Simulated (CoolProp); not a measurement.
A simple Rankine cycle with n-octane: condensing at 324.15 K, boiler at 1.54 MPa, turbine inlet 537 K, turbine efficiency 0.85, pump efficiency 0.6, no recuperator. Each further row changes one setting.

Model: reference Helmholtz-energy equation of state, Beckmüller 2019, in CoolProp.

```json
[
 {"case": "as stated", "thermal efficiency (%)": "19.2", "net work (kJ/kg)": "146", "heat in (kJ/kg)": "760", "turbine exit temperature (K)": "453.9", "volume ratio over the turbine": "299"},
 {"case": "turbine inlet 557 K", "thermal efficiency (%)": "18.8", "net work (kJ/kg)": "155", "heat in (kJ/kg)": "825", "turbine exit temperature (K)": "477.2", "volume ratio over the turbine": "268"},
 {"case": "condensing temperature 316.15 K", "thermal efficiency (%)": "20.0", "net work (kJ/kg)": "156", "heat in (kJ/kg)": "779", "turbine exit temperature (K)": "449.4", "volume ratio over the turbine": "432"},
 {"case": "boiler pressure 1.08 MPa", "thermal efficiency (%)": "18.2", "net work (kJ/kg)": "143", "heat in (kJ/kg)": "786", "turbine exit temperature (K)": "465.8", "volume ratio over the turbine": "173"},
 {"case": "turbine efficiency 0.75", "thermal efficiency (%)": "16.8", "net work (kJ/kg)": "128", "heat in (kJ/kg)": "760", "turbine exit temperature (K)": "461.4", "volume ratio over the turbine": "304"}
]
```
